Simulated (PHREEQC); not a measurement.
Metal-bearing waste water

Dissolve 28 mmol/kgw Al2(SO4)3, 6.5 mmol/kgw CaCl2, 51 mmol/kgw HCl and 6.5 mmol/kgw Na2SO4 at 90 °C. Closed to the air; pH follows from the charge balance.

Equilibrium calculation in PHREEQC: ion-association model, phreeqc.dat.

Each row changes one thing in this solution. This is a speciation only: nothing precipitates in the calculation.

| case | pH | ionic strength (mol/kgw) | HSO4- (mol/kgw) | SO4-2 (mol/kgw) | NaSO4- (mol/kgw) | SI of Halite (NaCl) |
|---|---|---|---|---|---|---|
| as made | 1.83 | 0.179 | 0.0313 | 0.0109 | 0.000255 | -5.00 |
| CaCl2 replaced by FeCl3 at the same molality | 1.80 | 0.184 | 0.0308 | 0.0101 | ___ | -4.97 |
| Al2(SO4)3 left out | 1.43 | 0.0776 | 0.00558 | 0.000609 | 1.98e-5 | -4.92 |
| HCl from 0.051 to 0.0459 mol/kgw | 1.90 | 0.171 | 0.0290 | 0.0117 | 0.000276 | -5.04 |
| 0.079 mol/kgw NaCl added | 1.83 | ___ | 0.0309 | 0.0125 | 0.00175 | -3.84 |
| 0.047 mol/kgw KOH added | ___ | 0.175 | 0.00417 | 0.0224 | 0.000516 | -5.01 |
| CaCl2 from 0.0065 to 0.00715 mol/kgw | 1.83 | 0.181 | 0.0312 | 0.0110 | 0.000254 | -4.99 |
| diluted 5-fold with water | 2.35 | 0.0389 | 0.00502 | 0.00382 | 3.08e-5 | -6.28 |

### Question
Some entries are withheld; supply them.

### Answer

- CaCl2 replaced by FeCl3 at the same molality, NaSO4- (mol/kgw): 0.000233
- 0.079 mol/kgw NaCl added, ionic strength (mol/kgw): 0.270
- 0.047 mol/kgw KOH added, pH: 3.02

Some of these states are supersaturated (in Hematite (slow to form), Goethite (slow to form), Gibbsite (slow to form), for instance). Constants without temperature data keep their 25 °C values here.
